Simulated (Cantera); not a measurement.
# Gas-phase reforming

A perfectly stirred reactor is fed with CH4 : H2O = 1 : 2.9 (molar parts), at 0.237 atm; it is held at 1950 K, and followed from long to short residence time.

Cantera simulation using GRI-Mech 3.0 (53 species, 325 reactions); the numbers are that mechanism's predictions, not measurements.

| τ (s) | x CH4 | x H2O | x C2H6 | x CO2 | x O |
|---|---|---|---|---|---|
| 0.91 | 0.00302 | 0.310 | 1.41e-7 | 0.0197 | 1.90e-7 |
| 0.37 | 0.00566 | 0.321 | 5.00e-7 | 0.0199 | 1.92e-7 |
| 0.15 | 0.00972 | 0.344 | 1.52e-6 | 0.0199 | 1.93e-7 |
| 0.061 | 0.0155 | 0.384 | 4.02e-6 | 0.0193 | 1.93e-7 |
| 0.025 | 0.0234 | 0.438 | 9.73e-6 | 0.0170 | 1.93e-7 |
| 0.010 | 0.0352 | 0.502 | 2.30e-5 | 0.0123 | 1.91e-7 |
| 0.0041 | 0.0528 | 0.561 | 5.21e-5 | 0.00661 | 1.90e-7 |
| 0.0017 | 0.0794 | 0.610 | 0.000112 | 0.00244 | 1.91e-7 |
x: mole fraction; the columns are a selection and need not sum to one.
